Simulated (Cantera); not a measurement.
Charge: 1 mol Si3H8, 0.0068 mol Cl2, 85 mol H2, held at 1.00 bar.

Equilibrium computed with Cantera from the NASA thermochemical tables; the gas is ideal and each condensed phase is pure. Candidate condensed phases: Si; 19 gas species. The feed counts by its element totals alone. The numbers say what is thermodynamically allowed, not how fast it happens. All values below are at 1225 K.

Base state: H2 1.000, HCl 0.000152 (mole fractions); condensed: Si(s).

**Question.** What changes in the equilibrium state with this change: 1.5 mol HF added?

**Answer.** 
```json
[
 {"species": "H2", "before": "1.000", "after": "0.995"},
 {"species": "SiF4", "before": "0", "after": "0.00280"},
 {"species": "SiHF3", "before": "0", "after": "0.00143"},
 {"species": "SiH2F2", "before": "0", "after": "0.000354"},
 {"species": "SiF3", "before": "0", "after": "0.000117"},
 {"species": "HF", "before": "0", "after": "8.47e-5"},
 {"species": "SiH3F", "before": "0", "after": "2.26e-5"},
 {"species": "Si(s), mol", "before": "3.00", "after": "2.57"}
]
```
The tables' values for SiF3 are old estimates; treat these amounts as uncertain.

**Question.** What changes in the equilibrium state with this change: Cl2 from 0.0068 to 0.58 mol?

**Answer.** 
| species | before | after |
|---|---|---|
| H2 | 1.000 | 0.989 |
| HCl | 0.000152 | 0.0105 |
| SiHCl3 | 1.05e-9 | 0.000342 |
| SiCl4 | <1e-9 | 0.000116 |
| SiCl3 | <1e-9 | 6.29e-5 |
| SiCl2 | 5.67e-8 | 0.000270 |
| Si(s), mol | 3.00 | 2.92 |
The tables' values for SiCl3 are old estimates; treat these amounts as uncertain.
